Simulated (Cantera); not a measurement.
A closed system holds: 1 mol Ta, 0.84 mol CH4, equilibrated at 1500 Torr.

Method: chemical equilibrium by Gibbs-energy minimisation in Cantera with the NASA 1993 tables (ideal gas, pure condensed phases). Candidate condensed phases: C, C6H6, C7H8, C8H18, Ta, TaC; 77 gas species. Mutual solubility and eutectic melting of coexisting phases are not modelled. TaC: taken at fixed stoichiometry. Condensed phases not in the tables: Ta2C, N, O or C dissolved in the metal. Equilibrium is a limit: real reactors are often held back by kinetics, nucleation or transport. All values below are at 2323 K.

Base state: H2 0.992, H 0.00767 (mole fractions); condensed: Ta(s) + TaC(s).

Problem. What changes in the equilibrium state with this change: pressure from 1500 Torr to 10.0 Torr?

Solution. 
```
species       before   after
-----------  -------  ------
H2             0.992   0.910
H            0.00767  0.0900
Ta(s), mol     0.160   0.160
TaC(s), mol    0.840   0.840
```
